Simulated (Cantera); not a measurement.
**Ignition delay**

Mixture: CH4 : CO : O2 : N2 = 1 : 0.18 : 3.94 : 14.8 (molar parts), equivalence ratio 0.53, at 7500 Torr, adiabatic and at constant volume. Ignition delay is the time to a rise of 400 K.

Model: GRI-Mech 3.0 (53 species, 325 reactions), integrated in Cantera.

```csv
T0 (K),delay (ms)
1150,7.81
1250,2.07
1350,0.645
1450,0.229
1550,0.0910
1650,0.0401
1750,0.0195
1850,0.0103
1950,0.00588
```

```json
{
 "apparent activation energy between 1750 and 1950 K": "170 kJ/mol"
}
```
